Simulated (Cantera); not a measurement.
Charge: 1 mol Cu2O, 49 mol H2, 0.13 mol H2O, at 1200 K and 2.10 bar.

These are equilibrium values from Cantera (NASA tables, ideal gas, pure condensed phases), not measurements of a reactor. Candidate condensed phases: Cu, CuO, Cu(OH)2, Cu2O, H2O; 12 gas species. Equilibrium is a limit: real reactors are often held back by kinetics, nucleation or transport.

Base state: H2 0.977, H2O 0.0230 (mole fractions); condensed: Cu(s).

Problem. What changes in the equilibrium state with this change: Cu2O replaced by V2O5?

Solution. 
| species | before | after |
|---|---|---|
| H2 | 0.977 | 0.957 |
| H2O | 0.0230 | 0.0434 |
| Cu(s), mol | 2.00 | 0 |
| V2O3(s), mol | 0 | 1.00 |
Condensed phases not in the tables: the oxides between V2O3 and V2O5 other than VO2. Further candidate phases: V, VO, V2O3, V2O4, V2O5.
